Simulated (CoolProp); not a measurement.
A single-stage vapour-compression cycle with R22: evaporating at 247.15 K (dew point), condensing at 313.15 K (bubble point), superheat 0 K, subcooling 8 K, compressor efficiency 0.6, no pressure losses. Each further row changes one setting.

Values from CoolProp's reference Helmholtz-energy equation of state, Kamei 1995.

```tsv
case	cooling COP	pressure ratio	discharge temperature (K)	refrigerating effect (kJ/kg)	volumetric capacity (kJ/m³)
as stated	1.75	7.93	390.2	155	1340
evaporating temperature 252.15 K	…	6.50	…	…	…
condensing temperature 308.15 K	1.95	…	381.2	162	1390
subcooling 13 K	1.82	7.93	390.2	162	1390
superheat 10 K	…	7.93	…	162	1330
compressor efficiency 0.5	1.46	7.93	411.5	155	1340
```

**Question.** Complete the blanks.

**Answer.** 
- evaporating temperature 252.15 K, cooling COP: 1.98
- evaporating temperature 252.15 K, discharge temperature (K): 382.0
- evaporating temperature 252.15 K, refrigerating effect (kJ/kg): 157
- evaporating temperature 252.15 K, volumetric capacity (kJ/m³): 1640
- condensing temperature 308.15 K, pressure ratio: 7.00
- superheat 10 K, cooling COP: 1.74
- superheat 10 K, discharge temperature (K): 403.2
